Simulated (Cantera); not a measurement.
**Equilibrium for carbothermic reduction: PbO + C + CO**

Feed: 1 mol PbO, a varied amount of C, 2.9 mol CO, at 2173.15 K and 0.0770 bar.

Method: chemical equilibrium by Gibbs-energy minimisation in Cantera with the NASA 1993 tables (ideal gas, pure condensed phases). Candidate condensed phases: C, Pb, PbO, PbO2, Pb3O4; 15 gas species. Gases not in the tables: (PbO)n polymers. Equilibrium is a limit: real reactors are often held back by kinetics, nucleation or transport.

```csv
n(C) (mol),x CO,x Pb,x CO2,x PbO,x O,x Pb2,n C(graphite)
0.49,0.658,0.226,0.114,0.00167,2.57e-5,1.40e-5,0
0.75,0.732,0.214,0.0531,0.000659,1.07e-5,1.26e-5,0
1,0.796,0.204,5.85e-7,6.36e-9,1.09e-10,1.14e-5,0
1.3,0.796,0.204,5.85e-7,6.36e-9,1.09e-10,1.14e-5,0.300
1.5,0.796,0.204,5.85e-7,6.36e-9,1.09e-10,1.14e-5,0.500
1.8,0.796,0.204,5.85e-7,6.36e-9,1.09e-10,1.14e-5,0.800
2,0.796,0.204,5.85e-7,6.36e-9,1.09e-10,1.14e-5,1.00
2.3,0.796,0.204,5.85e-7,6.36e-9,1.09e-10,1.14e-5,1.30
2.6,0.796,0.204,5.85e-7,6.36e-9,1.09e-10,1.14e-5,1.60
2.8,0.796,0.204,5.85e-7,6.36e-9,1.09e-10,1.14e-5,1.80
3.1,0.796,0.204,5.85e-7,6.36e-9,1.09e-10,1.14e-5,2.10
3.4,0.796,0.204,5.85e-7,6.36e-9,1.09e-10,1.14e-5,2.40
```
x: gas mole fraction; n: condensed amount in mol.

From 0.49 mol C to 1 mol C nothing is condensed. From 1.3 mol C to 3.4 mol C the condensed part is C(graphite).
